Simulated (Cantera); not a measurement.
What does this Cantera script print?

```python
import numpy as np
import cantera as ct

gas = ct.Solution("gri30.yaml")
gas.TPX = 1550, 100000, {'CO': 1, 'H2': 0.48, 'CH4': 0.022, 'O2': 0.389, 'N2': 1.46}
reactor = ct.IdealGasConstPressureReactor(gas, energy="on", clone=False)
net = ct.ReactorNet([reactor])
net.rtol, net.atol = 1e-08, 1e-16
show = ['CO', 'H2', 'CH4', 'HCN', 'NO', 'HO2']
times = np.geomspace(3e-06, 0.7, 14)

steps = ct.SolutionArray(gas, extra=["t"])
rows = []
print(f"{'t/s':>10s}{'T/K':>9s}{'P/Pa':>11s}" + "".join(f"{s:>11s}" for s in show))
for t in times:
    while net.time < t:
        t_next = net.step()
        steps.append(gas.state, t=t_next)
    rows.append([np.interp(t, steps.t, y) for y in (steps.T, steps.P, *steps(*show).X.T)])
    print(f"{t:10.3e}{rows[-1][0]:9.1f}{rows[-1][1]:11.4g}" + "".join(f"{x:11.3e}" for x in rows[-1][2:]))
rate = np.gradient(steps.T, steps.t)
print("integrator steps:", len(steps.t))
if steps.T.max() > steps.T[0] + 200:
    print(f"time of steepest temperature rise: {steps.t[rate.argmax()]:.4e} s")
gas.TPX = 1550, 100000, {'CO': 1, 'H2': 0.48, 'CH4': 0.022, 'O2': 0.389, 'N2': 1.46}
gas.equilibrate("HP")
print(f"equilibrium (HP): T = {gas.T:.1f} K  " + "  ".join(f"{s} {gas[s].X[0]:.3e}" for s in show))
```

Result:

```
       t/s      T/K       P/Pa         CO         H2        CH4        HCN         NO        HO2
 3.000e-06   1550.0      1e+05  2.984e-01  1.432e-01  6.565e-03  1.088e-18  8.994e-15  5.137e-07
 7.763e-06   1550.1      1e+05  2.984e-01  1.431e-01  6.539e-03  2.858e-14  1.046e-12  3.445e-06
 2.009e-05   1817.0      1e+05  2.677e-01  3.153e-02  3.867e-08  3.362e-08  3.047e-06  1.128e-05
 5.199e-05   2201.8      1e+05  2.290e-01  4.094e-02  2.058e-14  5.593e-11  5.144e-05  3.505e-06
 1.345e-04   2524.7      1e+05  2.334e-01  4.053e-02  1.303e-14  2.881e-10  1.895e-04  2.280e-06
 3.481e-04   2763.3      1e+05  2.326e-01  3.889e-02  5.318e-14  3.455e-09  7.650e-04  2.062e-06
 9.008e-04   2818.8      1e+05  2.322e-01  3.862e-02  1.065e-13  1.258e-08  2.166e-03  1.930e-06
 2.331e-03   2814.7      1e+05  2.327e-01  3.895e-02  1.122e-13  2.005e-08  3.838e-03  1.832e-06
 6.032e-03   2813.3      1e+05  2.329e-01  3.904e-02  1.135e-13  2.209e-08  4.302e-03  1.806e-06
 1.561e-02   2813.2      1e+05  2.329e-01  3.905e-02  1.135e-13  2.212e-08  4.309e-03  1.805e-06
 4.040e-02   2813.2      1e+05  2.329e-01  3.905e-02  1.135e-13  2.212e-08  4.309e-03  1.805e-06
 1.045e-01   2813.2      1e+05  2.329e-01  3.905e-02  1.135e-13  2.212e-08  4.309e-03  1.805e-06
 2.705e-01   2813.2      1e+05  2.329e-01  3.905e-02  1.135e-13  2.212e-08  4.309e-03  1.805e-06
 7.000e-01   2813.2      1e+05  2.329e-01  3.905e-02  1.135e-13  2.212e-08  4.309e-03  1.805e-06
integrator steps: 1479
time of steepest temperature rise: 1.6265e-05 s
equilibrium (HP): T = 2813.2 K  CO 2.329e-01  H2 3.905e-02  CH4 1.406e-13  HCN 2.212e-08  NO 4.309e-03  HO2 1.805e-06
```

Cantera simulation using GRI-Mech 3.0 (53 species, 325 reactions); the numbers are that mechanism's predictions, not measurements.
